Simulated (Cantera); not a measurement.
Input (Python, Cantera):

```python
import numpy as np
import cantera as ct

gas = ct.Solution("gri30.yaml")
gas.TPX = 1023, 100000, {'H2': 1.6, 'O2': 1, 'N2': 3.5}
reactor = ct.IdealGasConstPressureReactor(gas, energy="off", clone=False)
net = ct.ReactorNet([reactor])
net.rtol, net.atol = 1e-08, 1e-18
show = ['H2', 'O2', 'HO2', 'NO', 'NO2']
times = np.geomspace(0.0008, 20, 15)

steps = ct.SolutionArray(gas, extra=["t"])
rows = []
print(f"{'t/s':>10s}{'T/K':>9s}{'P/Pa':>11s}" + "".join(f"{s:>11s}" for s in show))
for t in times:
    while net.time < t:
        t_next = net.step()
        steps.append(gas.state, t=t_next)
    rows.append([np.interp(t, steps.t, y) for y in (steps.T, steps.P, *steps(*show).X.T)])
    print(f"{t:10.3e}{rows[-1][0]:9.1f}{rows[-1][1]:11.4g}" + "".join(f"{x:11.3e}" for x in rows[-1][2:]))
rate = np.gradient(steps.T, steps.t)
print("integrator steps:", len(steps.t))
if steps.T.max() > steps.T[0] + 200:
    print(f"time of steepest temperature rise: {steps.t[rate.argmax()]:.4e} s")
gas.TPX = 1023, 100000, {'H2': 1.6, 'O2': 1, 'N2': 3.5}
gas.equilibrate("TP")
print(f"equilibrium (TP): T = {gas.T:.1f} K  " + "  ".join(f"{s} {gas[s].X[0]:.3e}" for s in show))
```

Output:

```
       t/s      T/K       P/Pa         H2         O2        HO2         NO        NO2
 8.000e-04   1023.0      1e+05  5.858e-02  6.583e-02  7.402e-05  2.329e-07  1.586e-07
 1.649e-03   1023.0      1e+05  5.826e-02  6.567e-02  6.249e-05  2.013e-07  1.901e-07
 3.399e-03   1023.0      1e+05  5.741e-02  6.524e-02  7.044e-05  2.237e-07  1.679e-07
 7.007e-03   1023.0      1e+05  5.487e-02  6.398e-02  7.782e-05  2.452e-07  1.466e-07
 1.444e-02   1023.0      1e+05  4.875e-02  6.104e-02  7.700e-05  2.492e-07  1.431e-07
 2.977e-02   1023.0      1e+05  3.816e-02  5.596e-02  6.880e-05  2.394e-07  1.542e-07
 6.137e-02   1023.0      1e+05  2.388e-02  4.913e-02  5.557e-05  2.195e-07  1.760e-07
 1.265e-01   1023.0      1e+05  9.953e-03  4.247e-02  3.735e-05  1.788e-07  2.191e-07
 2.607e-01   1023.0      1e+05  2.354e-03  3.885e-02  1.715e-05  1.046e-07  2.948e-07
 5.374e-01   1023.0      1e+05  4.709e-04  3.796e-02  5.394e-06  4.231e-08  3.575e-07
 1.108e+00   1023.0      1e+05  1.195e-04  3.779e-02  1.733e-06  1.947e-08  3.805e-07
 2.284e+00   1023.0      1e+05  3.170e-05  3.775e-02  5.828e-07  1.374e-08  3.862e-07
 4.707e+00   1023.0      1e+05  6.324e-06  3.774e-02  1.576e-07  1.920e-08  3.807e-07
 9.703e+00   1023.0      1e+05  4.744e-07  3.774e-02  1.876e-08  7.738e-08  3.226e-07
 2.000e+01   1023.0      1e+05  2.149e-09  3.774e-02  1.964e-09  3.177e-07  8.225e-08
integrator steps: 2262
equilibrium (TP): T = 1023.0 K  H2 2.673e-10  O2 3.773e-02  HO2 6.397e-10  NO 1.563e-05  NO2 3.038e-07
```

Cantera simulation using GRI-Mech 3.0 (53 species, 325 reactions); the numbers are that mechanism's predictions, not measurements. The temperature is held fixed by assumption; the heat of reaction is taken as removed at once.
